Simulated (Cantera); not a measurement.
Fe3O4 + CH4 + N2 (carbothermic reduction)

Feed: 1 mol Fe3O4, 3.1 mol CH4, 4.2 mol N2, at 0.750 bar.

These are equilibrium values from Cantera (NASA tables, ideal gas, pure condensed phases), not measurements of a reactor. Candidate condensed phases: C, C6H6, C7H8, C8H18, Fe, Fe(CO)5, FeO, Fe(OH)2, Fe(OH)3, Fe2O3, Fe3O4, H2O; 140 gas species. Equilibrium is a limit: real reactors are often held back by kinetics, nucleation or transport.

```json
[
 {"T (°C)": "1675", "x H2": "0.399", "x N2": "0.311", "x CO": "0.222", "x H2O": "0.0591", "x Fe": "0.000267", "x H": "0.000825", "n Fe(l)": "3.00"},
 {"T (°C)": "1725", "x H2": "0.399", "x N2": "0.311", "x CO": "0.222", "x H2O": "0.0593", "x Fe": "0.000475", "x H": "0.00117", "n Fe(l)": "2.99"},
 {"T (°C)": "1775", "x H2": "0.398", "x N2": "0.311", "x CO": "0.222", "x H2O": "0.0595", "x Fe": "0.000822", "x H": "0.00163", "n Fe(l)": "2.99"},
 {"T (°C)": "1825", "x H2": "0.397", "x N2": "0.310", "x CO": "0.222", "x H2O": "0.0597", "x Fe": "0.00138", "x H": "0.00224", "n Fe(l)": "2.98"},
 {"T (°C)": "1875", "x H2": "0.396", "x N2": "0.310", "x CO": "0.222", "x H2O": "0.0598", "x Fe": "0.00227", "x H": "0.00303", "n Fe(l)": "2.97"},
 {"T (°C)": "1925", "x H2": "0.395", "x N2": "0.309", "x CO": "0.222", "x H2O": "0.0598", "x Fe": "0.00363", "x H": "0.00404", "n Fe(l)": "2.95"},
 {"T (°C)": "1975", "x H2": "0.393", "x N2": "0.308", "x CO": "0.222", "x H2O": "0.0597", "x Fe": "0.00569", "x H": "0.00532", "n Fe(l)": "2.92"},
 {"T (°C)": "2025", "x H2": "0.390", "x N2": "0.307", "x CO": "0.221", "x H2O": "0.0596", "x Fe": "0.00872", "x H": "0.00691", "n Fe(l)": "2.88"},
 {"T (°C)": "2075", "x H2": "0.387", "x N2": "0.306", "x CO": "0.220", "x H2O": "0.0593", "x Fe": "0.0131", "x H": "0.00887", "n Fe(l)": "2.82"},
 {"T (°C)": "2125", "x H2": "0.383", "x N2": "0.303", "x CO": "0.218", "x H2O": "0.0588", "x Fe": "0.0194", "x H": "0.0113", "n Fe(l)": "2.73"},
 {"T (°C)": "2175", "x H2": "0.378", "x N2": "0.300", "x CO": "0.216", "x H2O": "0.0581", "x Fe": "0.0281", "x H": "0.0141", "n Fe(l)": "2.60"},
 {"T (°C)": "2225", "x H2": "0.370", "x N2": "0.296", "x CO": "0.213", "x H2O": "0.0571", "x Fe": "0.0402", "x H": "0.0175", "n Fe(l)": "2.42"},
 {"T (°C)": "2275", "x H2": "0.361", "x N2": "0.290", "x CO": "0.209", "x H2O": "0.0557", "x Fe": "0.0566", "x H": "0.0215", "n Fe(l)": "2.17"}
]
```
x: gas mole fraction; n: condensed amount in mol.

From 1675 °C to 2275 °C the condensed part is Fe(l). The main Fe-bearing gas is Fe throughout. The share of Fe in condensed phases is highest at 1675 °C (99.9 %) and lowest at 2275 °C (72.4 %).
